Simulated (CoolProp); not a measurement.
A single-stage vapour-compression cycle with the fluid: evaporating at 267.15 K (dew point), condensing at 313.15 K (bubble point), superheat 2 K, subcooling 5 K, compressor efficiency 0.7, no pressure losses. The same conditions are run with several fluids, on thermodynamics alone (safety and materials aside).

The numbers come from the reference Helmholtz-energy equation of state of each fluid (hydrogen chloride: Thol 2018; sulfur dioxide: Gao 2016; R21: Platzer 1990; R236FA: Pan 2012; R236EA: Rui 2013; chloromethane (R40): Thol 2014) in CoolProp. The equations of Platzer and Polt are older, rougher fits.

Task: Rank hydrogen chloride, sulfur dioxide, R21, R236FA, R236EA, chloromethane (R40) by cooling COP, highest first.

Result: R21 (3.61), chloromethane (R40) (3.50), sulfur dioxide (3.48), R236EA (3.37), R236FA (3.32), hydrogen chloride (2.74)

```
fluid                pressure ratio  discharge temperature (K)  refrigerating effect (kJ/kg)  volumetric capacity (kJ/m³)
-------------------  --------------  -------------------------  ----------------------------  ---------------------------
hydrogen chloride              2.97                      386.0                           237                        10900
sulfur dioxide                 5.22                      418.4                           331                         1180
R21                            5.39                      366.4                           206                          531
R236FA                         5.22                      318.0                           113                          669
R236EA                         5.62                      317.7                           122                          512
chloromethane (R40)            4.18                      389.5                           345                         1720
```
